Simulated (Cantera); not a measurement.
A Cantera script and what it prints.

```python
import numpy as np
import cantera as ct

gas_names = """
    Fe FeO Fe(OH)2 H HO2 H2 H2O H2O2 H2S H2SO4 O OH O2 O3 S SH SO SO2 SO3 S2 S2O S8
""".split()
cond_names = """
    Fe(a) Fe(c) Fe(d) Fe(L) FeO(s) FeO(L) Fe(OH)2(s) Fe(OH)3(s) FeS(a) FeS(b) FeS(c) FeS(L) FeSO4(s)
    FeS2(s) Fe2O3(s) Fe2S3O12(s) Fe3O4(s) H2O(s) H2O(L) H2SO4(L) S(cr1) S(cr2) S(L)
""".split()


def load(file, names, dense=False):
    # The tables refer to 1 bar. Condensed volumes are neglected.
    table = {s.name: s for s in ct.Species.list_from_file(file)}
    out = []
    for n in names:
        d = dict(table[n].input_data)
        d["thermo"] = dict(d["thermo"], **{"reference-pressure": 1e5})
        if dense:
            d["equation-of-state"] = {"model": "constant-volume", "density": "1e6 g/cm^3"}
        out.append(ct.Species.from_dict(d))
    return out


gas = ct.Solution(thermo="ideal-gas", species=load("nasa_gas.yaml", gas_names))
cond = {s.name: ct.Solution(thermo="fixed-stoichiometry", species=[s], name=s.name)
        for s in load("nasa_condensed.yaml", cond_names, dense=True)}
atoms = {
    'FeS2': {'Fe': 1, 'S': 2},
    'H2S': {'H': 2, 'S': 1},
    'H2O': {'H': 2, 'O': 1},
}
top_T = {'FeSO4(s)': 950, 'FeS2(s)': 1010, 'Fe2O3(s)': 1830, 'Fe2S3O12(s)': 1100, 'Fe3O4(s)': 1870}  # K; cautious upper limits of use, not melting points


def equilibrate(T, P, feed):
    n = {}
    for name, mol in feed.items():
        for a, k in atoms[name].items():
            n[a] = n.get(a, 0.0) + k * mol
    gas.TPX = T, P, n
    mass = sum(n.values()) * gas.mean_molecular_weight
    gas.equilibrate("TP")
    valid = [c for c in cond.values() if c.min_temp <= T <= top_T.get(c.name, c.max_temp)]
    mix = ct.Mixture([(gas, mass / gas.mean_molecular_weight)] + [(c, 0.0) for c in valid])
    mix.T, mix.P = T, P
    mix.equilibrate("TP", solver="vcs", rtol=1e-11, max_steps=5000)
    return mix


results = []
feed = {'FeS2': 1, 'H2S': 0.15, 'H2O': 0.39}  # mol
T = 1350  # K
P = 1333.22  # Pa
mix = equilibrate(T, P, feed)
results.append((T, P, feed, dict(zip(mix.species_names, mix.species_moles))))
print(gas.report(threshold=0.001))
for i in range(1, mix.n_phases):
    print(f"{mix.phase(i).name:16s} {mix.phase_moles(i):12.5e} mol")
```

It prints:

```
       temperature   1350 K
          pressure   1333.2 Pa
           density   0.0048216 kg/m^3
  mean mol. weight   40.594 kg/kmol
   phase of matter   gas

                          1 kg             1 kmol
                     ---------------   ---------------
          enthalpy        4.3637e+05        1.7714e+07  J
   internal energy        1.5986e+05        6.4893e+06  J
           entropy            7519.2        3.0523e+05  J/K
    Gibbs function       -9.7145e+06       -3.9435e+08  J
 heat capacity c_p            1015.3             41216  J/K
 heat capacity c_v             810.5             32902  J/K

                      mass frac. Y      mole frac. X     chem. pot. / RT
                     ---------------   ---------------   ---------------
                H2          0.005752           0.11582           -24.775
               H2O           0.13497           0.30414           -52.937
               H2S          0.062985          0.075033           -36.853
                SH         0.0015964         0.0019597           -24.465
                SO         0.0013506         0.0011408           -40.241
               SO2           0.04049          0.025659           -68.404
                S2           0.74965            0.4746           -24.156
               S2O         0.0031768         0.0016096           -52.319
     [  +14 minor]        2.8281e-05        4.2571e-05

Fe(c)             0.00000e+00 mol
FeO(s)            0.00000e+00 mol
Fe(OH)2(s)        0.00000e+00 mol
Fe(OH)3(s)        0.00000e+00 mol
FeS(c)            1.00000e+00 mol
Fe2O3(s)          0.00000e+00 mol
Fe3O4(s)          0.00000e+00 mol
S(L)              0.00000e+00 mol
```

Method: chemical equilibrium by Gibbs-energy minimisation in Cantera with the NASA 1993 tables (ideal gas, pure condensed phases). FeS: taken at fixed stoichiometry.
